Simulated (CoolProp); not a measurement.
Vapour-liquid equilibrium of n-perfluorobutane (1) + R365MFC (2) at 81.55 °C; x and y are mole fractions of (1).

Computed with CoolProp (multi-fluid Helmholtz-energy mixture model, Gao 2022 and Lemmon 2016; pair parameters Bell 2016).

| x | bubble pressure (kPa) | y at the bubble point | dew pressure at overall composition x (kPa) | liquid density (mol/L) |
|---|---|---|---|---|
| 0.05 | 499.6 | … | 386.2 | … |
| 0.15 | … | 0.488 | … | 7.116 |
| 0.25 | 814.1 | 0.582 | 486.4 | 6.807 |
| 0.35 | 899.9 | 0.639 | 557.0 | … |
| 0.45 | 966.0 | 0.683 | 648.7 | 6.232 |
| 0.55 | 1022 | … | … | 5.970 |
| 0.65 | 1073 | 0.768 | 916.3 | 5.729 |
| 0.75 | 1120 | 0.819 | 1053 | 5.513 |
| 0.85 | 1159 | 0.880 | 1142 | 5.325 |
| 0.95 | … | 0.956 | 1186 | 5.169 |

Problem. Complete the blanks.

Solution. 
- 0.05, y at the bubble point: 0.271
- 0.05, liquid density (mol/L): 7.436
- 0.15, bubble pressure (kPa): 690.4
- 0.15, dew pressure at overall composition x (kPa): 431.0
- 0.35, liquid density (mol/L): 6.512
- 0.55, y at the bubble point: 0.725
- 0.55, dew pressure at overall composition x (kPa): 768.9
- 0.95, bubble pressure (kPa): 1188

No azeotrope shows between x = 0.05 and 0.95.

The pair parameters rest on a limited set of measurements; away from them the model extrapolates.
